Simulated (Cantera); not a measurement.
An isothermal plug-flow reactor at 900 K and 0.630 bar (inlet), inlet velocity 4.6 m/s, active area per volume 210 1/m; feed H2 : O2 : N2 = 0.005 : 0.022 : 0.79 (molar parts).

Detailed kinetics in Cantera: Deutschmann's 1995 Pt surface mechanism with GRI-Mech 3.0 gas chemistry. Catalytic surfaces can have several steady states; this one follows from the mechanism file's or the stated starting coverage. Mass transfer to the wall is taken as infinitely fast.

x: gas mole fraction; θ: surface coverage.

| z (m) | x H2 | x O2 | x H2O | θ free Pt | θ O* | θ OH* |
|---|---|---|---|---|---|---|
| 0.00012 | 0.00560 | 0.0267 | … | 0.434 | 0.564 | 0.00166 |
| 0.00025 | 0.00512 | 0.0264 | … | 0.403 | 0.596 | 0.00166 |
| 0.00054 | 0.00428 | 0.0260 | … | 0.350 | 0.649 | 0.00165 |
| 0.0012 | 0.00305 | 0.0254 | … | 0.281 | 0.718 | 0.00162 |
| 0.0025 | 0.00179 | 0.0248 | … | 0.227 | 0.772 | 0.00160 |
| 0.0054 | 0.000665 | 0.0243 | … | 0.193 | 0.806 | 0.00158 |
| 0.012 | 8.93e-5 | 0.0240 | … | 0.179 | 0.819 | 0.00157 |

Question: Fill in the missing entries.

Answer: 
- 0.00012, x H2O: 0.000523
- 0.00025, x H2O: 0.00100
- 0.00054, x H2O: 0.00185
- 0.0012, x H2O: 0.00308
- 0.0025, x H2O: 0.00435
- 0.0054, x H2O: 0.00547
- 0.012, x H2O: 0.00605
